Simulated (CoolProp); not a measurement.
Computed with CoolProp (reference Helmholtz-energy equation of state, Gao 2016).

Task: Give the vapour pressure (bar), vapour density (kg/m³), enthalpy of vaporisation (kJ/kg) of saturated sulfur dioxide at 8.05, 48.85, 57.95 °C.

Result: 
```tsv
T (°C)	p (bar)	vapour density (kg/m³)	enthalpy of vaporisation (kJ/kg)
8.05	2.14	6.14	373
48.85	8.15	22.0	330
57.95	10.4	28.0	319
```
